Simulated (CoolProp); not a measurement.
Vapour-liquid equilibrium of dimethyl ether (1) + isobutane (2) at 1.49 MPa; x and y are mole fractions of (1).

The numbers come from the multi-fluid Helmholtz-energy mixture model, Wu 2011 and Bücker 2006; pair parameters Bell 2016 in CoolProp.

```tsv
x	bubble temperature, mixture model (K)	bubble temperature, Raoult's law (K)	y, mixture model	y, Raoult's law
0.05	355.4	356.6	0.085	0.080
0.125	351.7	354.3	0.198	0.192
0.2	348.6	352.2	0.296	0.293
0.275	345.9	350.1	0.382	0.386
0.35	343.6	348.1	0.458	0.472
0.425	(withheld)	346.3	0.528	0.551
0.5	340.0	344.5	(withheld)	0.624
0.575	(withheld)	342.8	0.653	0.692
0.65	337.4	341.2	0.711	0.755
0.725	336.4	339.6	(withheld)	0.814
0.8	335.6	338.1	(withheld)	0.869
0.875	335.0	336.7	(withheld)	0.921
0.95	(withheld)	335.3	0.954	0.969
```

Question: Some entries are withheld; supply them.

Answer: 
- 0.425, bubble temperature, mixture model (K): 341.7
- 0.5, y, mixture model: 0.592
- 0.575, bubble temperature, mixture model (K): 338.6
- 0.725, y, mixture model: 0.769
- 0.8, y, mixture model: 0.828
- 0.875, y, mixture model: 0.889
- 0.95, bubble temperature, mixture model (K): 334.6

The largest gap from Raoult's law is -4.6 K in bubble temperature, at x = 0.425. No azeotrope shows between x = 0.05 and 0.95.

The pair parameters rest on a limited set of measurements; away from them the model extrapolates.
